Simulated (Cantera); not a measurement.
Input: 1 mol AlCl₃, 270 mol NH₃, 2.2 mol H₂.

Equilibrium computed with Cantera from the NASA thermochemical tables; the gas is ideal and each condensed phase is pure. Candidate condensed phases: Al, AlCl₃, AlN, NH₄Cl; 20 gas species. The tables' values for AlCl₂ are old estimates. Rates play no part.

**Question.** What condenses at these points (T in K, P in Pa): (1173, 10); (1473, 40000); (1023, 400); (2073, 63); (2073, 160)?

**Answer.** 
```tsv
T (K)	P in Pa	condensed phases	Al condensed (%)
1173	10	AlN	97.7
1473	40000	AlN	98.6
1023	400	AlN	99.7
2073	63	gas only	0.0
2073	160	gas only	0.0
```
